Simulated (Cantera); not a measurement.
# SiCl4 + HCl + H2 (chlorosilane synthesis and conversion)

A closed system holds: 1 mol SiCl4, 0.81 mol HCl, a varied amount of H2, at 1275 K and 1 atm.

Cantera equilibrium calculation (NASA polynomials, part measured and part estimated; ideal gas, pure solids and liquids). Candidate condensed phases: Si; 19 gas species. The tables' values for SiCl3 are old estimates; treat these amounts as uncertain. Kinetics and transport are ignored.

```tsv
n(H2) (mol)	log p H2	log p SiCl4	log p HCl	log p SiHCl3	log p SiCl3	log p SiCl2	log p SiH2Cl2	log p SiH3Cl
0.72	-0.57	-0.42	-0.46	-1.92	-2.19	-3.15	-4.27	-7.18
1.8	-0.32	-0.60	-0.59	-1.72	-2.12	-2.83	-3.70	-6.24
3	-0.22	-0.75	-0.69	-1.67	-2.12	-2.68	-3.45	-5.79
4.1	-0.17	-0.86	-0.76	-1.66	-2.14	-2.60	-3.33	-5.55
5.2	-0.14	-0.95	-0.82	-1.67	-2.16	-2.55	-3.25	-5.38
6.3	-0.12	-1.03	-0.87	-1.68	-2.18	-2.51	-3.19	-5.25
7.4	-0.11	-1.10	-0.91	-1.69	-2.20	-2.49	-3.14	-5.15
8.5	-0.10	-1.17	-0.95	-1.71	-2.22	-2.46	-3.11	-5.07
9.7	-0.09	-1.23	-0.98	-1.73	-2.25	-2.45	-3.08	-4.99
11	-0.08	-1.29	-1.02	-1.75	-2.27	-2.43	-3.06	-4.92
12	-0.07	-1.34	-1.04	-1.76	-2.29	-2.42	-3.04	-4.88
13	-0.07	-1.38	-1.06	-1.78	-2.30	-2.42	-3.03	-4.84
```
log p: log10 of the partial pressure in bar; nothing condenses.

From 0.72 mol H2 to 13 mol H2 nothing is condensed. The main Si-bearing gas is SiCl4 throughout.
